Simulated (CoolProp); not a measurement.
The numbers come from the reference Helmholtz-energy equation of state, Thol 2019 in CoolProp.

Task: Give the vapour pressure (MPa), enthalpy of vaporisation (kJ/kg), vapour Z of saturated n-hexane at 377.2, 385.6 K.

Result: 
```csv
T (K),p (MPa),enthalpy of vaporisation (kJ/kg),vapour Z
377.2,0.273,306,0.903
385.6,0.335,299,0.888
```
